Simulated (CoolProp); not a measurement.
Vapour-liquid equilibrium of R113 (1) + acetone (2) at 167.45 °C; x and y are mole fractions of (1).

Values from CoolProp's multi-fluid Helmholtz-energy mixture model, Marx 1992 and Lemmon 2006; pair parameters Bell 2016.

```json
[
 {"x": "0.05", "bubble pressure (kPa)": "1645", "y at the bubble point": "…", "dew pressure at overall composition x (kPa)": "…", "liquid density (mol/L)": "9.772"},
 {"x": "0.2", "bubble pressure (kPa)": "…", "y at the bubble point": "0.246", "dew pressure at overall composition x (kPa)": "…", "liquid density (mol/L)": "8.824"},
 {"x": "0.35", "bubble pressure (kPa)": "1856", "y at the bubble point": "0.385", "dew pressure at overall composition x (kPa)": "1840", "liquid density (mol/L)": "…"},
 {"x": "0.5", "bubble pressure (kPa)": "…", "y at the bubble point": "0.509", "dew pressure at overall composition x (kPa)": "1890", "liquid density (mol/L)": "7.367"},
 {"x": "0.65", "bubble pressure (kPa)": "1883", "y at the bubble point": "0.632", "dew pressure at overall composition x (kPa)": "1878", "liquid density (mol/L)": "6.838"},
 {"x": "0.8", "bubble pressure (kPa)": "1826", "y at the bubble point": "0.766", "dew pressure at overall composition x (kPa)": "1805", "liquid density (mol/L)": "…"},
 {"x": "0.95", "bubble pressure (kPa)": "1709", "y at the bubble point": "0.932", "dew pressure at overall composition x (kPa)": "1694", "liquid density (mol/L)": "6.111"}
]
```

Task: Fill in the missing entries.

Result: 
- 0.05, y at the bubble point: 0.071
- 0.05, dew pressure at overall composition x (kPa): 1628
- 0.2, bubble pressure (kPa): 1776
- 0.2, dew pressure at overall composition x (kPa): 1744
- 0.35, liquid density (mol/L): 8.026
- 0.5, bubble pressure (kPa): 1891
- 0.8, liquid density (mol/L): 6.425

y crosses x between x = 0.5 and 0.65: the model has an azeotrope there.

The pair parameters rest on a limited set of measurements; away from them the model extrapolates.
